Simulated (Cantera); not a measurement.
A freely propagating, adiabatic, planar premixed flame of H₂ : O₂ : N₂ : H₂O = 1 : 0.725 : 2.72 : 0.14 (molar parts), equivalence ratio 0.69, unburnt at 500 K and 1.50 bar; unity-Lewis-number transport, grid criteria slope 0.08 and curve 0.16, no radiation.

Cantera simulation using the H2/O2 subset of GRI-Mech 3.0, which has no nitrogen chemistry; the numbers are that mechanism's predictions, not measurements. Unity Lewis numbers drop preferential diffusion, which matters most where H2 and H carry the flame. Burning velocities carry a grid error of a few per cent, more on coarse grids. Lean hydrogen flames are cellular in practice and burn faster than this planar one.

x: mole fraction of selected species; z is measured from the peak of heat release.

```csv
z (mm),T (K),u (m/s),x H₂,x O₂,x H₂O,x H,x O,x H₂O₂
-0.544,500,2.61,0.218,0.158,0.0305,<1e-8,<1e-8,<1e-8
-0.363,500,2.61,0.218,0.158,0.0306,<1e-8,<1e-8,…
-0.272,501,2.62,0.218,0.158,0.0306,<1e-8,3.41e-8,…
-0.181,507,2.65,0.217,0.158,0.0314,<1e-8,4.47e-7,…
-0.0907,620,3.22,0.204,0.151,0.0459,3.85e-5,3.19e-5,…
-0.0454,913,4.65,0.165,0.133,0.0881,0.00282,0.000573,…
0,1294,6.42,0.0894,0.0976,0.161,0.0181,0.00445,…
0.0454,1541,7.51,0.0368,0.0703,0.213,0.0252,0.00943,…
0.0907,1675,8.08,0.0222,0.0612,0.231,0.0201,0.0101,…
0.181,1813,8.65,0.0154,0.0572,0.245,0.0115,0.00779,…
0.363,1930,9.12,0.00999,0.0552,0.257,0.00520,0.00477,…
0.726,2015,9.46,0.00537,0.0542,0.266,0.00184,0.00245,…
1.45,2065,9.65,0.00241,0.0540,0.272,0.000526,0.00108,…
```

Task: Some entries are withheld; supply them.

Result: 
- -0.363, x H₂O₂: 4.54e-8
- -0.272, x H₂O₂: 2.18e-7
- -0.181, x H₂O₂: 1.72e-6
- -0.0907, x H₂O₂: 1.80e-5
- -0.0454, x H₂O₂: 2.17e-5
- 0, x H₂O₂: 1.02e-5
- 0.0454, x H₂O₂: 4.91e-6
- 0.0907, x H₂O₂: 2.85e-6
- 0.181, x H₂O₂: 1.50e-6
- 0.363, x H₂O₂: 8.55e-7
- 0.726, x H₂O₂: 5.28e-7
- 1.45, x H₂O₂: 3.34e-7
